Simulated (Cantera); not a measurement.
Input: 1 mol AlCl3, 21 mol N2, held at 1948.15 K and 16000 Pa.

Cantera equilibrium calculation (NASA polynomials, part measured and part estimated; ideal gas, pure solids and liquids). Candidate condensed phases: Al, AlCl3, AlN; 11 gas species. The tables' values for AlCl2 are old estimates; treat these amounts as uncertain. The numbers say what is thermodynamically allowed, not how fast it happens.

Base state: N2 0.950, AlCl3 0.0408, Cl 0.00515, AlCl2 0.00371, AlCl 0.000732, Cl2 1.17e-5 (mole fractions); condensed: gas only.

Problem. What changes in the equilibrium state with this change: pressure from 16000 Pa to 1600 Pa?

Solution. 
```json
[
 {"species": "N2", "before": "0.950", "after": "0.938"},
 {"species": "AlCl3", "before": "0.0408", "after": "0.0316"},
 {"species": "Cl", "before": "0.00515", "after": "0.0178"},
 {"species": "AlCl", "before": "0.000732", "after": "0.00475"},
 {"species": "AlCl2", "before": "0.00371", "after": "0.00832"}
]
```

Problem. What changes in the equilibrium state with this change: temperature from 1948.15 K to 623.15 K?

Solution. 
```
species    before   after
-------  --------  ------
N2          0.950   0.970
Al2Cl6    4.50e-8  0.0163
AlCl3      0.0408  0.0135
Cl        0.00515   <1e-9
AlCl2     0.00371   <1e-9
AlCl     0.000732   <1e-9
Cl2       1.17e-5   <1e-9
```

Problem. What changes in the equilibrium state with this change: pressure from 16000 Pa to 133 Pa?

Solution. 
```csv
species,before,after
N2,0.950,0.902
Cl,0.00515,0.0554
AlCl,0.000732,0.0226
AlCl3,0.0408,0.0101
AlCl2,0.00371,0.0103
Cl2,1.17e-5,1.13e-5
```
